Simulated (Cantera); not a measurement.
Input: 1 mol Si, 22 mol HBr, 0.87 mol H2, equilibrated at 1002 °C and 1.00 bar.

Cantera equilibrium calculation (NASA polynomials, part measured and part estimated; ideal gas, pure solids and liquids). Candidate condensed phases: Br2, Si; 19 gas species. The tables' values for SiBr3 are old estimates; treat these amounts as uncertain. The numbers say what is thermodynamically allowed, not how fast it happens.

Base state: HBr 0.823, H2 0.131, SiBr4 0.0453, Br 0.000458, SiBr3 0.000180, SiHBr3 0.000177, Br2 3.87e-5, SiBr2 3.33e-5 (mole fractions); condensed: gas only.

Q: What changes in the equilibrium state with this change: HBr from 22 to 1.8 mol?

A: 
| species | before | after |
|---|---|---|
| H2 | 0.131 | 0.701 |
| SiBr4 | 0.0453 | 0.130 |
| HBr | 0.823 | 0.107 |
| SiBr2 | 3.33e-5 | 0.0302 |
| SiHBr3 | 0.000177 | 0.0209 |
| SiH3Br | <1e-9 | 4.36e-5 |
| SiH2Br2 | 3.31e-7 | 0.00161 |
| Br2 | 3.87e-5 | 1.22e-7 |
| SiBr3 | 0.000180 | 0.00916 |
| Si(s), mol | 0 | 0.558 |

Q: What changes in the equilibrium state with this change: pressure from 1.00 bar to 5.00 Pa?

A: 
| species | before | after |
|---|---|---|
| HBr | 0.823 | 0.777 |
| H2 | 0.131 | 0.115 |
| Br | 0.000458 | 0.0652 |
| SiBr4 | 0.0453 | 0.00264 |
| SiBr2 | 3.33e-5 | 0.0383 |
| H | 2.67e-7 | 3.54e-5 |
| SiHBr3 | 0.000177 | 9.64e-6 |

Q: What changes in the equilibrium state with this change: 0.31 mol NH3 added?

A: 
| species | before | after |
|---|---|---|
| HBr | 0.823 | 0.800 |
| H2 | 0.131 | 0.148 |
| SiBr4 | 0.0453 | 0.0440 |
| N2 | 0 | 0.00689 |
| Br2 | 3.87e-5 | 3.24e-5 |
| SiBr2 | 3.33e-5 | 3.86e-5 |
| SiHBr3 | 0.000177 | 0.000200 |
Further candidate phases: Si3N4.
